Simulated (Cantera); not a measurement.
# Diamond growth

A diamond (100) surface in a fixed gas of H2 with x(CH4) = 0.005, x(H) = 0.00032, at 1150 K, 39.8 Torr; coverages are run to steady state.

Computed with Cantera and the Harris–Goodwin 1993 mechanism for the reconstructed diamond (100) surface.

```json
[
 {"x(CH3)": "1e-06", "growth (µm/h)": "0.00370", "θ c6HH": "0.524", "θ c6H*": "0.0305", "θ c6*H": "0.432", "θ c6**": "0.0129", "θ c6HM": "4.60e-5"},
 {"x(CH3)": "2.4e-06", "growth (µm/h)": "0.00887", "θ c6HH": "0.524", "θ c6H*": "0.0305", "θ c6*H": "0.432", "θ c6**": "0.0129", "θ c6HM": "0.000110"},
 {"x(CH3)": "5.7e-06", "growth (µm/h)": "0.0210", "θ c6HH": "0.524", "θ c6H*": "0.0305", "θ c6*H": "0.432", "θ c6**": "0.0129", "θ c6HM": "0.000262"},
 {"x(CH3)": "1.4e-05", "growth (µm/h)": "0.0516", "θ c6HH": "0.524", "θ c6H*": "0.0304", "θ c6*H": "0.432", "θ c6**": "0.0128", "θ c6HM": "0.000643"},
 {"x(CH3)": "3.3e-05", "growth (µm/h)": "0.121", "θ c6HH": "0.523", "θ c6H*": "0.0304", "θ c6*H": "0.431", "θ c6**": "0.0127", "θ c6HM": "0.00151"},
 {"x(CH3)": "7.8e-05", "growth (µm/h)": "0.281", "θ c6HH": "0.521", "θ c6H*": "0.0303", "θ c6*H": "0.429", "θ c6**": "0.0124", "θ c6HM": "0.00354"},
 {"x(CH3)": "0.00019", "growth (µm/h)": "0.662", "θ c6HH": "0.517", "θ c6H*": "0.0300", "θ c6*H": "0.425", "θ c6**": "0.0117", "θ c6HM": "0.00843"},
 {"x(CH3)": "0.00044", "growth (µm/h)": "1.43", "θ c6HH": "0.508", "θ c6H*": "0.0294", "θ c6*H": "0.417", "θ c6**": "0.0104", "θ c6HM": "0.0187"},
 {"x(CH3)": "0.0011", "growth (µm/h)": "3.07", "θ c6HH": "0.487", "θ c6H*": "0.0281", "θ c6*H": "0.398", "θ c6**": "0.00802", "θ c6HM": "0.0426"}
]
```
θ: site fractions in the mechanism's names (c6HH fully hydrogenated, c6H* and c6*H radical sites, c6** diradical, c6HM methylated).
